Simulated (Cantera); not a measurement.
Input: 1 mol Cr2O3, 2.5 mol H2, 0.53 mol N2, at 0.270 bar.

These are equilibrium values from Cantera (NASA tables, ideal gas, pure condensed phases), not measurements of a reactor. Candidate condensed phases: Cr, CrN, Cr2N, Cr2O3, H2O; 29 gas species. Mutual solubility and eutectic melting of coexisting phases are not modelled. Kinetics and transport are ignored. All values below are at 1673 K.

Base state: H2 0.822, N2 0.175, H2O 0.00284, H 0.000199, Cr 5.00e-5 (mole fractions); condensed: Cr(s) + Cr2O3(s).

**Question.** What changes in the equilibrium state with this change: Cr2O3 replaced by FeS2?

**Answer.** 
```json
[
 {"species": "H2", "before": "0.822", "after": "0.609"},
 {"species": "N2", "before": "0.175", "after": "0.161"},
 {"species": "H2S", "before": "0", "after": "0.148"},
 {"species": "S2", "before": "0", "after": "0.0747"},
 {"species": "Cr", "before": "5.00e-5", "after": "0"},
 {"species": "SH", "before": "0", "after": "0.00639"},
 {"species": "H2O", "before": "0.00284", "after": "0"},
 {"species": "S", "before": "0", "after": "0.000130"},
 {"species": "Cr(s), mol", "before": "0.00559", "after": "0"},
 {"species": "Cr2O3(s), mol", "before": "0.997", "after": "0"},
 {"species": "FeS(l), mol", "before": "0", "after": "1.000"}
]
```
FeS: taken at fixed stoichiometry. Further candidate phases: Fe, FeS, FeS2, S.
